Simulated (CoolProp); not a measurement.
Saturation properties of R125.

The numbers come from the reference Helmholtz-energy equation of state, Lemmon 2005 in CoolProp.

| T (K) | p (MPa) | liquid cp (kJ/(kg K)) | liquid viscosity (µPa s) |
|---|---|---|---|
| 249.3 | 0.2914 | 1.173 | 286 |
| 255.1 | 0.3626 | 1.190 | 263 |
| 260.9 | 0.4464 | 1.208 | 242 |
| 266.7 | 0.5440 | 1.229 | [?] |
| 272.5 | 0.6569 | 1.252 | 206 |
| 278.3 | 0.7864 | 1.278 | [?] |
| 284.1 | 0.9343 | 1.308 | 174 |
| 289.9 | 1.102 | [?] | 160 |
| 295.7 | 1.291 | 1.386 | [?] |
| 301.5 | 1.504 | 1.440 | 134 |
| 307.3 | [?] | 1.509 | [?] |
| 313.1 | [?] | 1.604 | 110 |
| 318.9 | 2.301 | [?] | 97.8 |

Problem. Some entries are withheld; supply them.

Solution. 
- 266.7, liquid viscosity (µPa s): 223
- 278.3, liquid viscosity (µPa s): 189
- 289.9, liquid cp (kJ/(kg K)): 1.344
- 295.7, liquid viscosity (µPa s): 146
- 307.3, p (MPa): 1.741
- 307.3, liquid viscosity (µPa s): 121
- 313.1, p (MPa): 2.006
- 318.9, liquid cp (kJ/(kg K)): 1.747

It boils at 225.1 K under 1 atm.

Viscosity comes from a separate model (Huber 2006).
